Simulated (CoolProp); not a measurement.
Properties of nitrogen along the isobar 157 bar.

Computed with CoolProp (reference Helmholtz-energy equation of state, Span 2000).

| T (K) | phase | cv (kJ/(kg K)) | viscosity (µPa s) | conductivity (mW/(m K)) | fugacity coefficient |
|---|---|---|---|---|---|
| 120.6 | liquid | 0.9466 | 66.8 | 93.7 | ? |
| 135.9 | supercritical | 0.9139 | 50.4 | 75.1 | 0.3351 |
| 151.3 | supercritical | 0.8900 | 38.5 | 60.5 | ? |
| 166.6 | supercritical | 0.8696 | 30.3 | 50.5 | 0.5779 |
| 181.9 | supercritical | 0.8496 | 25.4 | 43.7 | 0.6764 |
| 197.2 | supercritical | 0.8311 | 22.9 | ? | 0.7562 |
| 212.5 | supercritical | 0.8157 | 21.7 | ? | 0.8196 |
| 227.8 | supercritical | ? | 21.1 | 35.1 | 0.8699 |
| 243.2 | supercritical | 0.7943 | 21.0 | 34.3 | 0.9101 |
| 258.5 | supercritical | 0.7872 | 21.0 | 34.0 | 0.9419 |
| 273.8 | supercritical | 0.7816 | 21.2 | ? | 0.9675 |
| 289.1 | supercritical | 0.7773 | 21.5 | 34.4 | 0.9880 |

Q: Some entries are withheld; supply them.

A: 
- 120.6, fugacity coefficient: 0.2133
- 151.3, fugacity coefficient: 0.4619
- 197.2, conductivity (mW/(m K)): 39.3
- 212.5, conductivity (mW/(m K)): 36.7
- 227.8, cv (kJ/(kg K)): 0.8036
- 273.8, conductivity (mW/(m K)): 34.1

Viscosity comes from a separate model (Lemmon 2004). Thermal conductivity comes from a separate model (Lemmon 2004).
